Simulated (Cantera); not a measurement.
**SiH4 + C3H8 + H2 (silicon carbide growth)**

Charge: 1 mol SiH4, 0.039 mol C3H8, 7.1 mol H2, held at 13.3 mbar.

These are equilibrium values from Cantera (NASA tables, ideal gas, pure condensed phases), not measurements of a reactor. Candidate condensed phases: C, C6H6, C7H8, C8H18, Si, SiC; 87 gas species. Mutual solubility and eutectic melting of coexisting phases are not modelled. Gases not in the tables: Si2H6 and higher silanes. Rates play no part.

| T (°C) | x H2 | x H | x Si | x Si2C | x SiH | x SiC2 | x Si2 | n Si(s) | n SiC(s) | n Si(l) |
|---|---|---|---|---|---|---|---|---|---|---|
| 900 | 1.000 | 1.02e-6 | 3.71e-11 | <1e-12 | 7.68e-11 | <1e-12 | <1e-12 | 0.883 | 0.117 | 0 |
| 1100 | 1.000 | 2.88e-5 | 2.91e-8 | 1.48e-11 | 1.91e-8 | <1e-12 | 1.38e-11 | 0.883 | 0.117 | 0 |
| 1300 | 1.000 | 0.000352 | 4.12e-6 | 1.08e-8 | 1.15e-6 | 1.19e-12 | 8.66e-9 | 0.883 | 0.117 | 0 |
| 1500 | 0.997 | 0.00246 | 0.000160 | 1.47e-6 | 2.27e-5 | 8.96e-10 | 8.89e-7 | 0 | 0.117 | 0.881 |
| 1700 | 0.986 | 0.0116 | 0.00237 | 5.78e-5 | 0.000196 | 2.12e-7 | 2.30e-5 | 0 | 0.116 | 0.857 |
| 1900 | 0.935 | 0.0404 | 0.0212 | 0.00113 | 0.00111 | 1.79e-5 | 0.000322 | 0 | 0.105 | 0.646 |
| 2100 | 0.806 | 0.109 | 0.0725 | 0.00733 | 0.00243 | 0.00127 | 0.000879 | 0 | 0.000267 | 0 |
x: gas mole fraction; n: condensed amount in mol.

From 900 °C to 1300 °C the condensed part is Si(s) + SiC(s). From 1500 °C to 1900 °C the condensed part is Si(l) + SiC(s). At 2100 °C the condensed part is SiC(s).
